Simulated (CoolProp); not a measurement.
Isopentane along the isotherm 226.85 °C: fugacity coefficient from the reference equation and from simpler models built on Tc = 187.2 °C, pc = 3378 kPa, ω = 0.227; each cubic takes its own stable root.

The numbers come from the reference Helmholtz-energy equation of state, Lemmon 2006 in CoolProp. It is a short technical equation, of lower accuracy than the large ones.

```tsv
p (kPa)	phase	reference
211	gas	0.9838
422	gas	0.9676
633	gas	0.9516
845	gas	0.9356
1060	gas	0.9195
1270	gas	0.9039
1480	gas	0.8883
1690	gas	0.8729
```

Question: How far does each simpler model (van der Waals, Redlich-Kwong, Peng-Robinson) lie from the reference over these 8 states: mean and median of the absolute difference, and the worst?

Answer: 
- van der Waals: mean 0.5 %, median 0.5 %, worst +0.8 % at 226.85 °C and 1690 kPa
- Redlich-Kwong: mean 0.2 %, median 0.2 %, worst -0.3 % at 226.85 °C and 1690 kPa
- Peng-Robinson: mean 0.8 %, median 0.9 %, worst -1.5 % at 226.85 °C and 1690 kPa
